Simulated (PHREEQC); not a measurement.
Dissolve 29 mmol/kgw HCl, 0.057 mmol/kgw Al2(SO4)3 and 0.082 mmol/kgw MnSO4 at 25 °C. Closed to the air; pH follows from the charge balance.

Model: ion-association model, wateq4f.dat, run in PHREEQC.

Task: The ionic strength comes out as 0.0298 mol/kgw. What activity coefficients do Cl-, Al+3, HSO4-, AlSO4+, H+ get?

Result: Cl- 0.85, Al+3 0.30, HSO4- 0.85, AlSO4+ 0.85, H+ 0.87.

Precipitation was switched off in this run.
